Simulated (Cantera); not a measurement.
An adiabatic, constant-volume homogeneous reactor starts with CO : H2 : CH4 : O2 : N2 : CO2 = 1 : 0.16 : 0.27 : 0.862 : 3.24 : 0.21 (molar parts), at 1648 K and 300000 Pa. Integrator tolerance rtol = 1e-08.

Cantera simulation using GRI-Mech 3.0 (53 species, 325 reactions); the numbers are that mechanism's predictions, not measurements. Above 3000 K some thermodynamic fits are extrapolated.

| quantity | before | after |
|---|---|---|
| time of steepest temperature rise | 35.5 µs | 23.6 µs |
| temperature at 1.00 s | 3006 K | 3054 K |
| equilibrium temperature | 3006 K | 3054 K |
| x(CO) at 1.00 s | 0.136 (gas-phase equilibrium 0.136) | 0.134 (gas-phase equilibrium 0.134) |
| x(H2) at 1.00 s | 0.0142 (gas-phase equilibrium 0.0142) | 0.0136 (gas-phase equilibrium 0.0136) |
| x(CH4) at 1.00 s | <1e-12 (gas-phase equilibrium <1e-12) | <1e-12 (gas-phase equilibrium <1e-12) |
| x(OH) at 1.00 s | 0.0187 (gas-phase equilibrium 0.0187) | 0.0179 (gas-phase equilibrium 0.0179) |
| x(N2O) at 1.00 s | 1.33e-6 (gas-phase equilibrium 1.33e-6) | 1.76e-6 (gas-phase equilibrium 1.76e-6) |
| x(CH3) at 1.00 s | <1e-12 (gas-phase equilibrium <1e-12) | 1.08e-12 (gas-phase equilibrium 1.38e-12) |
| x(C2H) at 1.00 s | <1e-12 (gas-phase equilibrium <1e-12) | <1e-12 (gas-phase equilibrium <1e-12) |

Question: Name the change that produced these shifts.
A. constant pressure in place of constant volume
B. pressure from 300000 Pa to 150000 Pa
C. initial temperature 1648 to 1573 K
D. pressure from 300000 Pa to 500000 Pa

Answer: D, pressure from 300000 Pa to 500000 Pa
